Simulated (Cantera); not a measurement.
Input: 1 mol SiH₂Cl₂, 2.8 mol NH₃, 25 mol H₂, held at 777 °C and 10000 Pa.

Equilibrium computed with Cantera from the NASA thermochemical tables; the gas is ideal and each condensed phase is pure. Candidate condensed phases: NH₄Cl, Si, Si₃N₄; 28 gas species. The numbers say what is thermodynamically allowed, not how fast it happens.

Base state: H₂ 0.914, HCl 0.0625, N₂ 0.0230, SiCl₄ 2.61e-5 (mole fractions); condensed: Si₃N₄(s).

Question: What changes in the equilibrium state with this change: NH₃ from 2.8 to 34 mol?

Answer: 
| species | before | after |
|---|---|---|
| H₂ | 0.914 | 0.806 |
| N₂ | 0.0230 | 0.173 |
| HCl | 0.0625 | 0.0212 |
| SiCl₄ | 2.61e-5 | 1.16e-7 |
| NH₃ | 5.62e-6 | 1.28e-5 |
| Si₃N₄(s), mol | 0.333 | 0.333 |
